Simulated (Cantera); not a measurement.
An adiabatic, constant-pressure homogeneous reactor starts with H₂ : O₂ : N₂ : NO = 1 : 0.227 : 0.855 : 0.005 (molar parts), at 1775 K and 900 Torr. Integrator tolerance rtol = 1e-08.

Model: GRI-Mech 3.0 (53 species, 325 reactions), integrated in Cantera.

Task: What does this change do: initial temperature 1775 to 1523 K?

Result: 
| quantity | before | after |
|---|---|---|
| time of steepest temperature rise | 5.61 µs | 11.3 µs |
| temperature at 0.900 s | 2881 K | 2782 K |
| equilibrium temperature | 2881 K | 2782 K |
| x(H₂) at 0.900 s | 0.266 (gas-phase equilibrium 0.266) | 0.272 (gas-phase equilibrium 0.272) |
| x(O₂) at 0.900 s | 0.000511 (gas-phase equilibrium 0.000511) | 0.000250 (gas-phase equilibrium 0.000250) |
| x(NO) at 0.900 s | 0.00153 (gas-phase equilibrium 0.00153) | 0.000938 (gas-phase equilibrium 0.000938) |
| x(O) at 0.900 s | 0.00154 (gas-phase equilibrium 0.00154) | 0.000735 (gas-phase equilibrium 0.000735) |
| x(H₂O₂) at 0.900 s | 7.89e-8 (gas-phase equilibrium 7.89e-8) | 4.85e-8 (gas-phase equilibrium 4.85e-8) |
| x(N₂) at 0.900 s | 0.445 (gas-phase equilibrium 0.445) | 0.450 (gas-phase equilibrium 0.450) |

Task: What does this change do: pressure from 900 Torr to 9000 Torr?

Result: 
```
quantity                                                              before                                      after
---------------------------------  -----------------------------------------  -----------------------------------------
time of steepest temperature rise                                    5.61 µs                                   0.584 µs
temperature at 0.900 s                                                2881 K                                     3062 K
equilibrium temperature                                               2881 K                                     3062 K
x(H₂) at 0.900 s                         0.266 (gas-phase equilibrium 0.266)        0.277 (gas-phase equilibrium 0.277)
x(O₂) at 0.900 s                   0.000511 (gas-phase equilibrium 0.000511)  0.000178 (gas-phase equilibrium 0.000178)
x(NO) at 0.900 s                     0.00153 (gas-phase equilibrium 0.00153)    0.00114 (gas-phase equilibrium 0.00114)
x(O) at 0.900 s                      0.00154 (gas-phase equilibrium 0.00154)  0.000540 (gas-phase equilibrium 0.000540)
x(H₂O₂) at 0.900 s                   7.89e-8 (gas-phase equilibrium 7.89e-8)    2.03e-7 (gas-phase equilibrium 2.03e-7)
x(N₂) at 0.900 s                         0.445 (gas-phase equilibrium 0.445)        0.452 (gas-phase equilibrium 0.452)
```
The hydrogen kinetics of GRI-Mech 3.0 are dated; newer H2 mechanisms differ, most at raised pressure. The pressure lies above the range GRI-Mech 3.0 was tuned for (to about 10 atm). Above 3000 K some thermodynamic fits are extrapolated.

Task: What does this change do: pressure from 900 Torr to 17300 Torr?

Result: 
| quantity | before | after |
|---|---|---|
| time of steepest temperature rise | 5.61 µs | 0.318 µs |
| temperature at 0.900 s | 2881 K | 3104 K |
| equilibrium temperature | 2881 K | 3104 K |
| x(H₂) at 0.900 s | 0.266 (gas-phase equilibrium 0.266) | 0.280 (gas-phase equilibrium 0.280) |
| x(O₂) at 0.900 s | 0.000511 (gas-phase equilibrium 0.000511) | 0.000122 (gas-phase equilibrium 0.000122) |
| x(NO) at 0.900 s | 0.00153 (gas-phase equilibrium 0.00153) | 0.000991 (gas-phase equilibrium 0.000991) |
| x(O) at 0.900 s | 0.00154 (gas-phase equilibrium 0.00154) | 0.000371 (gas-phase equilibrium 0.000371) |
| x(H₂O₂) at 0.900 s | 7.89e-8 (gas-phase equilibrium 7.89e-8) | 2.51e-7 (gas-phase equilibrium 2.51e-7) |
| x(N₂) at 0.900 s | 0.445 (gas-phase equilibrium 0.445) | 0.454 (gas-phase equilibrium 0.454) |
The hydrogen kinetics of GRI-Mech 3.0 are dated; newer H2 mechanisms differ, most at raised pressure. The pressure lies above the range GRI-Mech 3.0 was tuned for (to about 10 atm). Above 3000 K some thermodynamic fits are extrapolated.
